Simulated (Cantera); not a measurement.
## Ignition delay

Mixture: CH4 : C2H6 : O2 : N2 = 1 : 0.16 : 4.34 : 16.3 (molar parts), equivalence ratio 0.59, at 0.484 atm, adiabatic and at constant volume. Ignition delay is the time to a rise of 400 K.

Model: GRI-Mech 3.0 (53 species, 325 reactions), integrated in Cantera.

```tsv
T0 (K)	delay (ms)
1150	9.16
1225	3.36
1300	1.49
1375	0.734
1450	0.391
1525	0.222
1600	0.134
1675	0.0860
```

| Item | Value |
|---|---|
| apparent activation energy between 1525 and 1675 K | 130 kJ/mol |
